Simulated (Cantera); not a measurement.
An isothermal, constant-pressure homogeneous reactor starts with 2.56 % CH₄, 97.4 % N₂, at 1973 K and 10.00 Torr.

Model: GRI-Mech 3.0 (53 species, 325 reactions), integrated in Cantera. GRI-Mech 3.0 stops at C3 and has no aromatics, soot or wall deposition, so with more carbon than oxygen in the feed, carbon stays in small species such as C2H2 where larger ones or solid carbon would form. Radical loss at walls, strong at low pressure, is not modelled.

### Question
Predict: x(CH₄) at 20.0 s; x(HCN) at 20.0 s; x(CH₂) at 20.0 s; x(CH₃) at 20.0 s; x(C₂H₂) at 20.0 s.

### Answer
| Quantity | Result |
|---|---|
| x(CH₄) at 20.0 s | 2.43e-8 (gas-phase equilibrium 5.70e-8) |
| x(HCN) at 20.0 s | 0.000179 (gas-phase equilibrium 0.0226) |
| x(CH₂) at 20.0 s | 2.32e-9 (gas-phase equilibrium 5.47e-9) |
| x(CH₃) at 20.0 s | 2.96e-8 (gas-phase equilibrium 6.96e-8) |
| x(C₂H₂) at 20.0 s | 0.0124 (gas-phase equilibrium 0.00118) |
